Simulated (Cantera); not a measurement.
Feed: 1 mol CuO, 13 mol H2, 15 mol N2, at 1498.15 K and 0.133 bar.

Method: chemical equilibrium by Gibbs-energy minimisation in Cantera with the NASA 1993 tables (ideal gas, pure condensed phases). Candidate condensed phases: Cu, CuO, Cu(OH)2, Cu2O, H2O; 27 gas species. Equilibrium is a limit: real reactors are often held back by kinetics, nucleation or transport.

Base state: N2 0.536, H2 0.429, H2O 0.0357, Cu 5.98e-5, H 3.09e-5 (mole fractions); condensed: Cu(l).

Q: What changes in the equilibrium state with this change: pressure from 0.133 bar to 0.00240 bar?

A: 
```tsv
species	before	after
N2	0.536	0.534
H2	0.429	0.427
H2O	0.0357	0.0356
Cu	5.98e-5	0.00332
H	3.09e-5	0.000230
Cu(l), mol	0.998	0.907
```

Q: What changes in the equilibrium state with this change: temperature from 1498.15 K to 2123 K?

A: 
| species | before | after |
|---|---|---|
| N2 | 0.536 | 0.516 |
| H2 | 0.429 | 0.409 |
| H2O | 0.0357 | 0.0343 |
| Cu | 5.98e-5 | 0.0342 |
| Cu2 | 2.32e-8 | 7.57e-5 |
| OH | 7.30e-8 | 6.51e-5 |
| H | 3.09e-5 | 0.00629 |
| Cu(l), mol | 0.998 | 0 |
